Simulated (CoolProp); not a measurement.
Propyne along the isotherm 474 K: fugacity coefficient from the reference equation and from simpler models built on Tc = 402.7 K, pc = 56.58 bar, ω = 0.204; each cubic takes its own stable root.

Model: reference Helmholtz-energy equation of state, Polt 1992, in CoolProp. This equation is an older, rougher fit; its heat capacities, sound speeds and derivatives of the liquid may be far off and weren't checked against measurements.

```tsv
p (bar)	phase	reference	van der Waals	Redlich-Kwong	Soave-Redlich-Kwong	Peng-Robinson
31.8	gas	0.8879	0.8901	0.8856	0.8945	0.8790
63.6	supercritical	0.7845	0.7822	0.7789	0.7969	0.7710
95.4	supercritical	0.6902	0.6758	0.6812	0.7086	0.6769
127	supercritical	0.6102	0.5902	0.6005	0.6351	0.6005
159	supercritical	0.5484	0.5336	0.5412	0.5790	0.5427
191	supercritical	0.5037	0.4972	0.4997	0.5387	0.5007
223	supercritical	0.4715	0.4734	0.4703	0.5098	0.4701
254	supercritical	0.4487	0.4586	0.4497	0.4895	0.4480
286	supercritical	0.4315	0.4492	0.4343	0.4743	0.4309
318	supercritical	0.4189	0.4444	0.4232	0.4636	0.4181
```
